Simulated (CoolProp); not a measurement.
A simple Rankine cycle with R113: condensing at 312.15 K, boiler at 2.28 MPa, turbine inlet 499 K, turbine efficiency 0.8, pump efficiency 0.6, no recuperator. Each further row changes one setting.

Computed with CoolProp (reference Helmholtz-energy equation of state, Marx 1992).

```
case                             thermal efficiency (%)  net work (kJ/kg)  heat in (kJ/kg)  turbine exit temperature (K)  volume ratio over the turbine
-------------------------------  ----------------------  ----------------  ---------------  ----------------------------  -----------------------------
as stated                                          17.5              46.4              265                             …                              …
condensing temperature 304.15 K                    18.5              50.5              273                             …                              …
boiler pressure 1.6 MPa                               …                 …              273                         425.3                              …
turbine efficiency 0.7                                …              40.3              265                         420.1                           33.5
```

### Question
What belongs in the gaps?

### Answer

- as stated, turbine exit temperature (K): 412.0
- as stated, volume ratio over the turbine: 32.9
- condensing temperature 304.15 K, turbine exit temperature (K): 406.5
- condensing temperature 304.15 K, volume ratio over the turbine: 43.5
- boiler pressure 1.6 MPa, thermal efficiency (%): 16.2
- boiler pressure 1.6 MPa, net work (kJ/kg): 44.2
- boiler pressure 1.6 MPa, volume ratio over the turbine: 21.4
- turbine efficiency 0.7, thermal efficiency (%): 15.2
